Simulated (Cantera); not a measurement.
Charge: 1 mol MgO, 4.5 mol CH₄, 0.1 mol H₂, equilibrated at 873.15 K and 7200 Pa.

These are equilibrium values from Cantera (NASA tables, ideal gas, pure condensed phases), not measurements of a reactor. Candidate condensed phases: C, C₆H₆, C₇H₈, C₈H₁₈, H₂O, Mg, MgCO₃, MgO, Mg(OH)₂; 116 gas species. Equilibrium is a limit: real reactors are often held back by kinetics, nucleation or transport.

Base state: H₂ 0.970, CH₄ 0.0303 (mole fractions); condensed: C(graphite) + MgO(s).

Task: What changes in the equilibrium state with this change: pressure from 7200 Pa to 100000 Pa?

Result: 
| species | before | after |
|---|---|---|
| H₂ | 0.970 | 0.749 |
| CH₄ | 0.0303 | 0.251 |
| C(graphite), mol | 4.23 | 2.67 |
| MgO(s), mol | 1.00 | 1.00 |
